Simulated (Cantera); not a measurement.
What does this Cantera script print?

```python
import numpy as np
import cantera as ct

gas_names = """
    B BCL BCL2 BCL3 BH BH2 BH3 BN B2 CL CL2 H HCL H2 N NH NH2 NH3 N2 N2H2 N2H4
""".split()
cond_names = """
    B(b) B(L) BN(s) NH4CL(a) NH4CL(b)
""".split()


# ... load() reads the species with a 1 bar reference pressure and builds the phases ...
atoms = {
    'BCl3': {'B': 1, 'CL': 3},
    'NH3': {'N': 1, 'H': 3},
}
top_T = {'BN(s)': 3200}  # K; cautious upper limits of use, not melting points


# ... equilibrate(T, P, feed) seeds the gas with the atoms and calls Mixture.equilibrate('TP', solver="vcs", rtol=1e-11, max_steps=5000) ...
results = []
feed = {'BCl3': 1, 'NH3': 0.53}  # mol
P = 320  # Pa
for T in [750, 850, 950, 1050, 1150, 1250, 1350, 1450, 1550, 1650]:
    mix = equilibrate(T, P, feed)
    results.append((T, P, feed, dict(zip(mix.species_names, mix.species_moles))))
    x = sorted(zip(gas.X, gas.species_names), reverse=True)
    print(f"T = {T:g} K  P = {P:g} Pa  gas = {mix.phase_moles(0):.4g} mol")
    print("   x: " + "  ".join(f"{s} {v:.3e}" for v, s in x if v > 0.0001))
    print("   condensed (mol): " + ("  ".join(f"{mix.phase(i).name} {mix.phase_moles(i):.4g}"
          for i in range(1, mix.n_phases) if mix.phase_moles(i) > 1e-12) or "none"))
```

It prints:

```
T = 750 K  P = 320 Pa  gas = 2.06 mol
   x: HCL 7.715e-01  BCL3 2.283e-01  H2 1.572e-04
   condensed (mol): BN(s) 0.5298
T = 850 K  P = 320 Pa  gas = 2.06 mol
   x: HCL 7.708e-01  BCL3 2.285e-01  H2 5.358e-04  N2 1.786e-04
   condensed (mol): BN(s) 0.5293
T = 950 K  P = 320 Pa  gas = 2.06 mol
   x: HCL 7.690e-01  BCL3 2.291e-01  H2 1.412e-03  N2 4.707e-04
   condensed (mol): BN(s) 0.5281
T = 1050 K  P = 320 Pa  gas = 2.06 mol
   x: HCL 7.657e-01  BCL3 2.302e-01  H2 3.085e-03  N2 1.028e-03
   condensed (mol): BN(s) 0.5258
T = 1150 K  P = 320 Pa  gas = 2.06 mol
   x: HCL 7.601e-01  BCL3 2.320e-01  H2 5.845e-03  N2 1.947e-03
   condensed (mol): BN(s) 0.522
T = 1250 K  P = 320 Pa  gas = 2.06 mol
   x: HCL 7.520e-01  BCL3 2.347e-01  H2 9.906e-03  N2 3.297e-03
   condensed (mol): BN(s) 0.5164
T = 1350 K  P = 320 Pa  gas = 2.06 mol
   x: HCL 7.410e-01  BCL3 2.382e-01  H2 1.535e-02  N2 5.110e-03  CL 2.099e-04  BCL2 1.507e-04
   condensed (mol): BN(s) 0.5089
T = 1450 K  P = 320 Pa  gas = 2.062 mol
   x: HCL 7.270e-01  BCL3 2.420e-01  H2 2.209e-02  N2 7.409e-03  BCL2 7.455e-04  CL 6.660e-04
   condensed (mol): BN(s) 0.4995
T = 1550 K  P = 320 Pa  gas = 2.067 mol
   x: HCL 7.097e-01  BCL3 2.445e-01  H2 2.979e-02  N2 1.039e-02  BCL2 2.976e-03  CL 1.828e-03  BCL 7.486e-04
   condensed (mol): BN(s) 0.4871
T = 1650 K  P = 320 Pa  gas = 2.086 mol
   x: HCL 6.871e-01  BCL3 2.408e-01  H2 3.746e-02  N2 1.511e-02  BCL2 9.721e-03  BCL 5.088e-03  CL 4.469e-03  H 3.108e-04
   condensed (mol): BN(s) 0.467
```

These are equilibrium values from Cantera (NASA tables, ideal gas, pure condensed phases), not measurements of a reactor. The tables' values for BCl2, BCl are old estimates; treat these amounts as uncertain. Gases not in the tables: BHCl2.
